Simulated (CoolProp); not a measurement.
Vapour-liquid equilibrium of acetone (1) + benzene (2) at 922 kPa; x and y are mole fractions of (1).

Computed with CoolProp (multi-fluid Helmholtz-energy mixture model, Lemmon 2006 and Thol 2012; pair parameters Bell 2016).

### Question
Give the bubble temperature and the first vapour's composition at x = 0.2, 0.65, 0.95. Is there an azeotrope?

### Answer
x = 0.2: 435.4 K, y = 0.323; x = 0.65: 420.1 K, y = 0.748; x = 0.95: 413.5 K, y = 0.965. No azeotrope shows between x = 0.05 and 0.95.

The pair parameters rest on a limited set of measurements; away from them the model extrapolates.
